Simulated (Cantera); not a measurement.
Charge: 1 mol SiCl₄, 4.2 mol HCl, a varied amount of H₂, at 24.0 mbar.

Method: chemical equilibrium by Gibbs-energy minimisation in Cantera with the NASA 1993 tables (ideal gas, pure condensed phases). Candidate condensed phases: Si; 19 gas species. The tables' values for SiCl₃ are old estimates. Kinetics and transport are ignored.

Stable condensed phases, one row left out:

```
T in K \ n(H₂) in mol
          23  31  42  57  78 110 140 200 270 370 500
   1173    A   A   A   A   A   A   B   B   B   B   B
   1148    A   A   A   A   A   A   A   B   B   B   B
   1123    A   A   A   A   A   A   A   B   B   B   B
   1073    A   A   A   A   A   A   A   A   B   B   B
   1048    A   A   A   A   A   A   A   A   A   B   B
   1023    A   A   A   A   A   A   A   A   A   A   B
    998    A   A   A   A   A   A   A   A   A   A   A
    973    A   A   A   A   A   A   A   A   A   A   A
    948    A   A   A   A   A   A   A   A   A   A   A
    923    A   A   A   A   A   A   A   A   A   A   A
    898    A   A   A   A   A   A   A   A   A   A   A
    873    A   A   A   A   A   A   A   A   A   A   A
```

A: gas only; B: Si.

Task: Give the row for 1098 K.

Result: 23: gas only; 31: gas only; 42: gas only; 57: gas only; 78: gas only; 110: gas only; 140: gas only; 200: gas only; 270: Si; 370: Si; 500: Si.
